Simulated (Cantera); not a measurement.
Cantera run, input and output.

```python
import numpy as np
import cantera as ct

gas = ct.Solution("gri30.yaml", transport_model="mixture-averaged")
show = ['H2', 'H', 'N2']

rows = []
print(f"{'T/K':>7s}{'rho':>11s}{'cp':>10s}{'mu':>11s}{'lambda':>11s}{'Pr':>7s}" + "".join(f"{'D_' + s:>11s}" for s in show))
for T in [400, 650, 900, 1150, 1400, 1650, 1900, 2150]:
    gas.TPX = T, 1000000, {'NO': 0.11, 'CO2': 0.11}
    Pr = gas.cp_mass * gas.viscosity / gas.thermal_conductivity
    D = [gas.mix_diff_coeffs_mole[gas.species_index(s)] for s in show]
    rows.append([gas.density, gas.cp_mass, gas.viscosity, gas.thermal_conductivity, Pr, *D])
    print(f"{T:7g}{gas.density:11.4e}{gas.cp_mass:10.1f}{gas.viscosity:11.4e}"
          f"{gas.thermal_conductivity:11.4e}{Pr:7.3f}" + "".join(f"{d:11.4e}" for d in D))
print("SI units: kg/m3, J/kg/K, Pa s, W/m/K, m2/s")
```

Result:

```
    T/K        rho        cp         mu     lambda     Pr       D_H2        D_H       D_N2
    400 1.1127e+01     962.5 2.1225e-05 2.8654e-02  0.713 1.1891e-05 1.8658e-05 3.0222e-06
    650 6.8477e+00    1083.0 3.0917e-05 4.6479e-02  0.720 2.7001e-05 4.3787e-05 7.0070e-06
    900 4.9455e+00    1167.3 3.9025e-05 6.2809e-02  0.725 4.6490e-05 7.6376e-05 1.2160e-05
   1150 3.8704e+00    1222.2 4.6185e-05 7.7683e-02  0.727 6.9872e-05 1.1551e-04 1.8344e-05
   1400 3.1793e+00    1259.7 5.2706e-05 9.1346e-02  0.727 9.6831e-05 1.6061e-04 2.5471e-05
   1650 2.6976e+00    1286.5 5.8762e-05 1.0402e-01  0.727 1.2713e-04 2.1127e-04 3.3477e-05
   1900 2.3426e+00    1305.7 6.4464e-05 1.1587e-01  0.726 1.6059e-04 2.6718e-04 4.2314e-05
   2150 2.0702e+00    1319.5 6.9884e-05 1.2704e-01  0.726 1.9705e-04 3.2810e-04 5.1944e-05
SI units: kg/m3, J/kg/K, Pa s, W/m/K, m2/s
```

Model: GRI-Mech 3.0 (53 species, 325 reactions), integrated in Cantera. The composition is frozen, though it would react at the higher temperatures.
